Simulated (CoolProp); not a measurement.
Values from CoolProp's reference Helmholtz-energy equation of state, Penoncello 2003.

Task: Give the vapour pressure (kPa), liquid cp (kJ/(kg K)), vapour Z, liquid conductivity (mW/(m K)) of saturated CHF3 (R23) at -5.35 °C.

Result: 
```json
[
 {"T (°C)": "-5.35", "p (kPa)": "2150", "liquid cp (kJ/(kg K))": "1.73", "vapour Z": "0.684", "liquid conductivity (mW/(m K))": "82.3"}
]
```

Thermal conductivity comes from a separate model (Shan 2000).
